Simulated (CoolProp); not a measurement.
A closed Brayton cycle with nitrogen: compressor inlet 314.15 K and 3.5 MPa, high pressure 7.4 MPa, turbine inlet 875 K, compressor efficiency 0.8, turbine efficiency 0.85, recuperator effectiveness 0.8 (on enthalpy, no pinch check). Each further row changes one setting.

Model: reference Helmholtz-energy equation of state, Span 2000, in CoolProp.

```json
[
 {"case": "as stated", "thermal efficiency (%)": "23.9", "net work (kJ/kg)": "54.5", "compressor to turbine work": "0.64", "compressor exit (K)": "408.4", "turbine exit (K)": "741.5"},
 {"case": "turbine inlet 825 K", "thermal efficiency (%)": "21.8", "net work (kJ/kg)": "45.7", "compressor to turbine work": "0.68", "compressor exit (K)": "408.4", "turbine exit (K)": "697.9"},
 {"case": "compressor inlet 324.15 K", "thermal efficiency (%)": "22.7", "net work (kJ/kg)": "51.2", "compressor to turbine work": "0.67", "compressor exit (K)": "421.4", "turbine exit (K)": "741.5"},
 {"case": "high pressure 6.29 MPa", "thermal efficiency (%)": "22.6", "net work (kJ/kg)": "47.1", "compressor to turbine work": "0.61", "compressor exit (K)": "386.2", "turbine exit (K)": "768.6"},
 {"case": "recuperator effectiveness 0.5", "thermal efficiency (%)": "16.2", "net work (kJ/kg)": "54.5", "compressor to turbine work": "0.64", "compressor exit (K)": "408.4", "turbine exit (K)": "741.5"}
]
```
